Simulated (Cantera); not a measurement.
Charge: 1 mol Si2H6, 0.31 mol N2O, at 0.360 bar.

These are equilibrium values from Cantera (NASA tables, ideal gas, pure condensed phases), not measurements of a reactor. Candidate condensed phases: H2O, Si, SiO2, Si2N2O, Si3N4; 35 gas species. The feed counts by its element totals alone. Mutual solubility and eutectic melting of coexisting phases are not modelled. Gases not in the tables: Si2H6 and higher silanes. The numbers say what is thermodynamically allowed, not how fast it happens.

log p: log10 of the partial pressure in bar; n: condensed amount in mol.

```json
[
 {"T (K)": "925", "log p H2": "-0.44", "log p N2": "<-12", "log p SiO": "<-12", "log p H": "-9.81", "log p SiH2": "-11.50", "log p Si": "<-12", "n Si(s)": "1.38", "n Si2N2O(s)": "0.310", "n Si(l)": "0"},
 {"T (K)": "1025", "log p H2": "-0.44", "log p N2": "<-12", "log p SiO": "-10.88", "log p H": "-8.58", "log p SiH2": "-10.16", "log p Si": "<-12", "n Si(s)": "1.38", "n Si2N2O(s)": "0.310", "n Si(l)": "0"},
 {"T (K)": "1125", "log p H2": "-0.44", "log p N2": "-10.35", "log p SiO": "-9.65", "log p H": "-7.57", "log p SiH2": "-9.07", "log p Si": "<-12", "n Si(s)": "1.38", "n Si2N2O(s)": "0.310", "n Si(l)": "0"},
 {"T (K)": "1225", "log p H2": "-0.44", "log p N2": "-8.48", "log p SiO": "-8.37", "log p H": "-6.73", "log p SiH2": "-8.15", "log p Si": "[?]", "n Si(s)": "1.38", "n Si2N2O(s)": "0.310", "n Si(l)": "0"},
 {"T (K)": "1325", "log p H2": "-0.44", "log p N2": "-7.10", "log p SiO": "-7.08", "log p H": "-6.01", "log p SiH2": "-7.38", "log p Si": "[?]", "n Si(s)": "1.38", "n Si2N2O(s)": "0.310", "n Si(l)": "0"},
 {"T (K)": "1425", "log p H2": "-0.44", "log p N2": "-5.95", "log p SiO": "-5.95", "log p H": "-5.39", "log p SiH2": "-6.71", "log p Si": "[?]", "n Si(s)": "1.38", "n Si2N2O(s)": "0.310", "n Si(l)": "0"},
 {"T (K)": "1525", "log p H2": "-0.44", "log p N2": "-4.96", "log p SiO": "-4.96", "log p H": "-4.85", "log p SiH2": "-6.13", "log p Si": "[?]", "n Si(s)": "1.38", "n Si2N2O(s)": "0.310", "n Si(l)": "0"},
 {"T (K)": "1625", "log p H2": "-0.44", "log p N2": "-4.09", "log p SiO": "-4.09", "log p H": "-4.37", "log p SiH2": "-5.62", "log p Si": "[?]", "n Si(s)": "1.38", "n Si2N2O(s)": "0.309", "n Si(l)": "0"},
 {"T (K)": "1725", "log p H2": "-0.45", "log p N2": "-3.32", "log p SiO": "-3.32", "log p H": "-3.95", "log p SiH2": "-5.21", "log p Si": "[?]", "n Si(s)": "0", "n Si2N2O(s)": "0.306", "n Si(l)": "1.38"},
 {"T (K)": "1825", "log p H2": "-0.45", "log p N2": "-2.60", "log p SiO": "-2.60", "log p H": "-3.58", "log p SiH2": "-4.90", "log p Si": "[?]", "n Si(s)": "0", "n Si2N2O(s)": "0.289", "n Si(l)": "1.40"},
 {"T (K)": "1925", "log p H2": "-0.47", "log p N2": "-1.96", "log p SiO": "-1.96", "log p H": "-3.26", "log p SiH2": "-4.64", "log p Si": "[?]", "n Si(s)": "0", "n Si2N2O(s)": "0.212", "n Si(l)": "1.48"}
]
```

Question: Fill in the missing entries.

Answer: 
- 1225, log p Si: -11.46
- 1325, log p Si: -10.03
- 1425, log p Si: -8.79
- 1525, log p Si: -7.72
- 1625, log p Si: -6.79
- 1725, log p Si: -5.99
- 1825, log p Si: -5.34
- 1925, log p Si: -4.76
